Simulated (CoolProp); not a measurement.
Vapour-liquid equilibrium of n-heptane (1) + n-dodecane (2) at 177.75 °C; x and y are mole fractions of (1).

Computed with CoolProp (multi-fluid Helmholtz-energy mixture model, Span 2003 and Lemmon 2004; pair parameters Bell 2016).

```json
[
 {"x": "0.05", "bubble pressure (bar)": "0.6120", "y at the bubble point": "0.418", "dew pressure at overall composition x (bar)": "0.3855", "liquid density (mol/L)": "3.751"},
 {"x": "0.2", "bubble pressure (bar)": "1.418", "y at the bubble point": "0.777", "dew pressure at overall composition x (bar)": "0.4541", "liquid density (mol/L)": "3.952"},
 {"x": "0.35", "bubble pressure (bar)": "2.298", "y at the bubble point": "0.881", "dew pressure at overall composition x (bar)": "0.5520", "liquid density (mol/L)": "4.168"},
 {"x": "0.5", "bubble pressure (bar)": "3.217", "y at the bubble point": "0.930", "dew pressure at overall composition x (bar)": "0.7033", "liquid density (mol/L)": "4.400"},
 {"x": "0.65", "bubble pressure (bar)": "4.163", "y at the bubble point": "0.959", "dew pressure at overall composition x (bar)": "0.9680", "liquid density (mol/L)": "4.648"},
 {"x": "0.8", "bubble pressure (bar)": "5.142", "y at the bubble point": "0.979", "dew pressure at overall composition x (bar)": "1.551", "liquid density (mol/L)": "4.910"},
 {"x": "0.95", "bubble pressure (bar)": "6.188", "y at the bubble point": "0.995", "dew pressure at overall composition x (bar)": "3.818", "liquid density (mol/L)": "5.177"}
]
```

No azeotrope shows between x = 0.05 and 0.95.

The pair parameters rest on a limited set of measurements; away from them the model extrapolates.
